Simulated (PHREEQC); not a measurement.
A solution holds 0.0019 mol/kgw CsI, at 25 °C. Closed to the air; pH follows from the charge balance.

The numbers come from PHREEQC with the ion-association model, wateq4f.dat.

- ionic strength: 0.00190 mol/kgw

| species | molality | activity | log γ |
|---|---|---|---|
| Cs+ | 0.00190 | 0.00181 | -0.021 |
| I- | 0.00190 | 0.00181 | -0.021 |
| H+ | 1.05e-7 | 1.00e-7 | -0.020 |
| OH- | 1.05e-7 | 9.99e-8 | -0.021 |

This is a speciation only: nothing precipitates in the calculation. Species that the database lacks are ignored.
